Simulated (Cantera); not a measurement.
A perfectly stirred reactor is fed with 8.73 % CH4, 19.2 % O2, 72.1 % N2, equivalence ratio 0.91, at 3750 Torr; it is adiabatic with a 600 K inlet, and is followed from long to short residence time, starting on the burning branch (τ in s: 0.046, 0.02, 0.0088, 0.0039, 0.0017, 0.00075, 0.00033, 0.00014, 6.3e-05, 2.8e-05).

Detailed kinetics in Cantera: GRI-Mech 3.0 (53 species, 325 reactions).

**Question.** Predict: blow-out, bracketed by the residence times tried; x(CH4) at τ = 46.0 ms; x(O2) at τ = 46.0 ms; x(CO2) at τ = 46.0 ms; x(HCO) at τ = 46.0 ms; x(HCN) at τ = 46.0 ms; x(CH4) at τ = 0.750 ms; x(O2) at τ = 0.750 ms; x(CO2) at τ = 0.750 ms; x(HCO) at τ = 0.750 ms; x(HCN) at τ = 0.750 ms.

**Answer.** 
* **blow-out, bracketed by the residence times tried**: burning at 28.0 µs, the shortest tried
* **x(CH4) at τ = 46.0 ms**: 1.38e-6
* **x(O2) at τ = 46.0 ms**: 0.0178
* **x(CO2) at τ = 46.0 ms**: 0.0823
* **x(HCO) at τ = 46.0 ms**: 1.06e-8
* **x(HCN) at τ = 46.0 ms**: 2.11e-7
* **x(CH4) at τ = 0.750 ms**: 5.12e-5
* **x(O2) at τ = 0.750 ms**: 0.0220
* **x(CO2) at τ = 0.750 ms**: 0.0768
* **x(HCO) at τ = 0.750 ms**: 6.09e-7
* **x(HCN) at τ = 0.750 ms**: 1.02e-6
